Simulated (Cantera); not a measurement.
## Equilibrium for silicon oxide and oxynitride deposition: TEOS + O3 + N2O

Charge: 1 mol TEOS, 1.4 mol O3, a varied amount of N2O, held at 1475 K and 29.0 Pa.

Equilibrium computed with Cantera from the NASA thermochemical tables; the gas is ideal and each condensed phase is pure. Candidate condensed phases: C, C6H6, C7H8, C8H18, H2O, Si, SiC, SiO2, Si2N2O, Si3N4; 151 gas species. The feed counts by its element totals alone. The tables hold silica as quartz up to 1696 K and as liquid above; real silica turns to tridymite and cristobalite and melts near 1996 K. Kinetics and transport are ignored.

```
n(N2O) (mol)  log p N2  log p H2  log p CO  log p H2O  log p CO2  log p O2  n SiO2(β-quartz)
------------  --------  --------  --------  ---------  ---------  --------  ----------------
2.8              -4.41     -3.89     -3.97      -4.98      -5.45    -13.93             0.999
9.4              -4.00     -4.29     -4.23      -4.26      -4.59    -11.68             1.000
16               -3.87     -4.91     -4.70      -4.14      -4.32    -10.19             1.000
23               -3.81     -7.56     -7.26      -4.17      -4.26     -4.97              1.00
29               -3.79     -7.83     -7.53      -4.25      -4.35     -4.59              1.00
36               -3.77     -7.99     -7.69      -4.33      -4.43     -4.42              1.00
42               -3.77     -8.09     -7.79      -4.39      -4.49     -4.35              1.00
49               -3.76     -8.18     -7.88      -4.45      -4.55     -4.29              1.00
```
log p: log10 of the partial pressure in bar; n: condensed amount in mol.

From 2.8 mol N2O to 49 mol N2O the condensed part is SiO2(β-quartz).
